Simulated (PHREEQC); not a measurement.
Dissolve 0.041 mol KHCO3 per kg of water at 25 °C. Closed to the air; pH follows from the charge balance.

The numbers come from PHREEQC with the ion-association model, phreeqc.dat.

| quantity | before | after |
|---|---|---|
| pH | 8.19 | 8.27 |
| CO2 (mol/kgw) | 0.000489 | 4.51e-5 |
| CO3-2 (mol/kgw) | 0.000487 | 4.31e-5 |
| (CO2)2 (mol/kgw) | 4.43e-9 | 3.74e-11 |

Which change was made?
A. KHCO3 from 0.041 to 0.0369 mol/kgw
B. KHCO3 from 0.041 to 0.0082 mol/kgw
C. diluted 10-fold with water
D. 0.0043 mol/kgw H2SO4 added
E. temperature from 25 to 50 °C

C, diluted 10-fold with water

This is a speciation only: nothing precipitates in the calculation.
